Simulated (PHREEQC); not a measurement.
Dissolve 8.7 mmol/kgw H3PO4, 79 mmol/kgw H2SO4 and 0.026 mmol/kgw H3AsO4 at 19 °C. Closed to the air; pH follows from the charge balance.

Model: ion-association model, wateq4f.dat, run in PHREEQC.

```
quantity                    before     after
------------------------  --------  --------
pH                            1.09      0.83
ionic strength (mol/kgw)     0.117     0.211
HSO4- (mol/kgw)             0.0603     0.132
SO4-2 (mol/kgw)             0.0187    0.0262
H2PO4- (mol/kgw)          0.000924  0.000568
H3AsO4 (mol/kgw)           2.39e-5   2.47e-5
```

Problem. Name the change that produced these shifts.
A. H2SO4 from 0.079 to 0.158 mol/kgw
B. H3AsO4 from 2.6e-05 to 1.3e-05 mol/kgw
C. 0.016 mol/kgw Na2CO3 added
D. 0.033 mol/kgw KOH added
E. H3AsO4 from 2.6e-05 to 0.00013 mol/kgw

Solution. A, H2SO4 from 0.079 to 0.158 mol/kgw

This is a speciation only: nothing precipitates in the calculation. H3PO4, which wateq4f.dat lacks, is added to it with the constant of phreeqc.dat.
